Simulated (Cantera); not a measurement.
## MgO + SO2 + H2O (roasting and sulfation)

Input: 1 mol MgO, 0.1 mol SO2, 0.18 mol H2O, equilibrated at 1048.15 K and 1000 Pa.

Cantera equilibrium calculation (NASA polynomials, part measured and part estimated; ideal gas, pure solids and liquids). Candidate condensed phases: H2O, H2SO4, Mg, MgO, Mg(OH)2, MgS, MgSO4, S; 26 gas species. The numbers say what is thermodynamically allowed, not how fast it happens.

```yaml
x(H2O): 0.643
x(SO2): 0.357
x(SO3): 9.13e-6
x(H2): 9.12e-6
n(MgO(s)): 1.00 mol
gas_amount: 0.2800 mol
log10 activity of S(l) (absent): -7.91
log10 activity of Mg(l) (absent): -19.68
```
